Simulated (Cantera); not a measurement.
An isothermal, constant-pressure homogeneous reactor starts with CH₄ : H₂ = 1 : 63 (molar parts), at 1750 K and 0.0128 atm. Integrator tolerance rtol = 1e-08.

Computed with Cantera and GRI-Mech 3.0 (53 species, 325 reactions). GRI-Mech 3.0 stops at C3 and has no aromatics, soot or wall deposition, so with more carbon than oxygen in the feed, carbon stays in small species such as C2H2 where larger ones or solid carbon would form. Radical loss at walls, strong at low pressure, is not modelled.

Problem. What does this change do: temperature 1750 to 1225 K?

Solution. 
| quantity | before | after |
|---|---|---|
| x(CH₄) at 10.0 s | 0.000687 (gas-phase equilibrium 9.46e-5) | 0.0156 (gas-phase equilibrium 0.0133) |
| x(H₂) at 10.0 s | 0.990 (gas-phase equilibrium 0.990) | 0.984 (gas-phase equilibrium 0.986) |
| x(C₂H₂) at 10.0 s | 0.00733 (gas-phase equilibrium 0.00763) | 2.69e-9 (gas-phase equilibrium 0.00105) |
| x(C₂H₄) at 10.0 s | 3.21e-6 (gas-phase equilibrium 3.26e-6) | 5.64e-8 (gas-phase equilibrium 0.000110) |
| x(CH₂) at 10.0 s | 6.20e-8 (gas-phase equilibrium 8.80e-9) | <1e-12 (gas-phase equilibrium 1.04e-12) |
| x(C₂H) at 10.0 s | 1.05e-7 (gas-phase equilibrium 1.11e-7) | <1e-12 (gas-phase equilibrium <1e-12) |

Problem. What does this change do: pressure from 0.0128 atm to 0.00345 atm?

Solution. 
```
quantity                                             before                                    after
-----------------  ----------------------------------------  ---------------------------------------
x(CH₄) at 10.0 s   0.000687 (gas-phase equilibrium 9.46e-5)  0.00116 (gas-phase equilibrium 2.55e-5)
x(H₂) at 10.0 s         0.990 (gas-phase equilibrium 0.990)      0.988 (gas-phase equilibrium 0.988)
x(C₂H₂) at 10.0 s   0.00733 (gas-phase equilibrium 0.00763)  0.00707 (gas-phase equilibrium 0.00766)
x(C₂H₄) at 10.0 s   3.21e-6 (gas-phase equilibrium 3.26e-6)  1.18e-6 (gas-phase equilibrium 8.79e-7)
x(CH₂) at 10.0 s    6.20e-8 (gas-phase equilibrium 8.80e-9)  2.89e-7 (gas-phase equilibrium 8.81e-9)
x(C₂H) at 10.0 s    1.05e-7 (gas-phase equilibrium 1.11e-7)  1.70e-7 (gas-phase equilibrium 2.15e-7)
```
